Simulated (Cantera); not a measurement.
What does this Cantera script print?

```python
import numpy as np
import cantera as ct

gas_names = [...]  # 110 gases of nasa_gas.yaml made of C, H, O
cond_names = """
    C(gr) C6H6(L) C7H8(L) C8H18(L),n-octa H2O(s) H2O(L)
""".split()


# ... load() reads the species with a 1 bar reference pressure and builds the phases ...
atoms = {
    'C2H4': {'C': 2, 'H': 4},
    'H2O': {'H': 2, 'O': 1},
    'H2': {'H': 2},
}
top_T = {'C(gr)': 4500}  # K; cautious upper limits of use, not melting points


# ... equilibrate(T, P, feed) seeds the gas with the atoms and calls Mixture.equilibrate('TP', solver="vcs", rtol=1e-11, max_steps=5000) ...
results = []
feed = {'C2H4': 1, 'H2O': 0.04, 'H2': 61}  # mol
P = 22000  # Pa
for T in [973, 1173, 1373, 1573, 1773, 1973, 2173, 2373]:
    mix = equilibrate(T, P, feed)
    results.append((T, P, feed, dict(zip(mix.species_names, mix.species_moles))))

top = {s: max(r[3][s] / sum(r[3][g] for g in gas_names) for r in results) for s in gas_names}
cols = sorted((s for s in top if top[s] > 1e-05), key=lambda s: -top[s])[:9]
seen = [c for c in cond_names if any(r[3].get(c, 0) > 1e-12 for r in results)]
print("log10 of partial pressures in bar; condensed amounts in mol")
print(f"{'T/K':>10s}" + "".join(f"{s[:9]:>10s}" for s in cols + seen))
for T, P, feed, n in results:
    ng = sum(n[g] for g in gas_names)
    print(f"{T:10.4g}" + "".join(f"{np.log10(max(n[s] / ng * P / 1e5, 1e-99)):10.3f}" for s in cols)
          + "".join(f"{n.get(c, 0):10.4g}" for c in seen))
```

It prints:

```
log10 of partial pressures in bar; condensed amounts in mol
       T/K        H2         H       CH4 C2H2,acet        CO       H2O       CH3      C4H2     C(gr)
       973    -0.670    -9.301    -2.230    -9.939    -3.898    -4.774    -9.632   -19.649    0.3217
      1173    -0.660    -7.258    -3.030    -7.873    -3.857    -5.966    -8.353   -15.520     1.694
      1373    -0.658    -5.807    -3.615    -6.421    -3.855    -6.843    -7.463   -12.607      1.89
      1573    -0.658    -4.720    -4.053    -5.343    -3.855    -7.496    -6.806   -10.442     1.932
      1773    -0.658    -3.875    -4.391    -4.512    -3.855    -8.000    -6.301    -8.771      1.93
      1973    -0.659    -3.200    -4.659    -3.853    -3.856    -8.399    -5.902    -7.443     1.873
      2173    -0.663    -2.648    -4.881    -3.320    -3.858    -8.726    -5.582    -6.367     1.678
      2373    -0.673    -2.192    -5.076    -2.884    -3.862    -9.005    -5.327    -5.482     1.191
```

Method: chemical equilibrium by Gibbs-energy minimisation in Cantera with the NASA 1993 tables (ideal gas, pure condensed phases).
